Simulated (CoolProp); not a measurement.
Vapour-liquid equilibrium of diethyl ether (1) + methanol (2) at 132.05 °C; x and y are mole fractions of (1).

The numbers come from the multi-fluid Helmholtz-energy mixture model, Thol 2014 and de Reuck 1993; pair parameters Bell 2016 in CoolProp.

| x | bubble pressure, mixture model (kPa) | bubble pressure, Raoult's law (kPa) | y, mixture model | y, Raoult's law |
|---|---|---|---|---|
| 0.05 | 970.0 | 908.2 | 0.114 | 0.070 |
| 0.2 | 1153 | 967.0 | 0.332 | 0.265 |
| 0.35 | 1267 | 1026 | 0.464 | 0.437 |
| 0.5 | 1334 | 1085 | 0.567 | 0.590 |
| 0.65 | 1367 | 1143 | 0.668 | 0.728 |
| 0.8 | 1364 | 1202 | 0.784 | 0.852 |
| 0.95 | 1312 | 1261 | 0.935 | 0.965 |

The largest gap from Raoult's law is +23.5 % in bubble pressure, at x = 0.35. y crosses x between x = 0.65 and 0.8: the model has an azeotrope there.

The pair parameters rest on a limited set of measurements; away from them the model extrapolates.
